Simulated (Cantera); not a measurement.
A perfectly stirred reactor is fed with 2.52 % CO, 2.33 % O2, 1.77 % H2O, 93.2 % N2, 0.224 % H2, equivalence ratio 0.59, at 3230 Torr; it is held at 1450 K, and followed from long to short residence time.

Computed with Cantera and GRI-Mech 3.0 (53 species, 325 reactions). The hydrogen kinetics of GRI-Mech 3.0 are dated; newer H2 mechanisms differ, most at raised pressure.

One state of this run: x CO = 0.000140; x O2 = 0.00978; x H2O = 0.0202; x O = 6.02e-6; x CO2 = 0.0254; x N2O = 1.29e-6. x: mole fraction; the columns are a selection and need not sum to one.

Which value of τ (s) does it belong to?
A. 0.0063
B. 0.32
C. 0.014
D. 0.0029

B, 0.32
